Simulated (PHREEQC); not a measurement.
A solution holds 0.094 mol NH4HCO3, 0.018 mol TMAH and 0.018 mol NH4HS per kg of water, at 75 °C. Closed to the air; pH follows from the charge balance.

All values are PHREEQC results (ion-association model, phreeqc.dat), not measurements.

```yaml
pH: 7.51
ionic_strength: 0.107 mol/kgw
density: 0.979 g/cm³
total_alkalinity: 130 meq/kg
```

```json
[
 {"species": "HCO3-", "molality": "0.0892", "activity": "0.0683", "log γ": "-0.116"},
 {"species": "NH4+", "molality": "0.0888", "activity": "0.0636", "log γ": "-0.145"},
 {"species": "NH3", "molality": "0.0232", "activity": "0.0237", "log γ": "0.011"},
 {"species": "(CH3)4N+", "molality": "0.0180", "activity": "0.0134", "log γ": "-0.128"},
 {"species": "HS-", "molality": "0.0167", "activity": "0.0123", "log γ": "-0.133"},
 {"species": "CO2", "molality": "0.00433", "activity": "0.00444", "log γ": "0.011"},
 {"species": "H2S", "molality": "0.00132", "activity": "0.00136", "log γ": "0.011"},
 {"species": "CO3-2", "molality": "0.000483", "activity": "0.000166", "log γ": "-0.463"},
 {"species": "OH-", "molality": "9.02e-6", "activity": "6.63e-6", "log γ": "-0.133"}
]
```

No solid was allowed to form. Complexes and solids missing from the database can't appear. Carbamate, which ammonia and carbonate form, is missing from the database. (CH3)4N+ isn't in the database: it is added as a free cation with an ion size of 4 Å. At this temperature some constants are extrapolated from 25 °C, and those without enthalpy data are left unchanged.
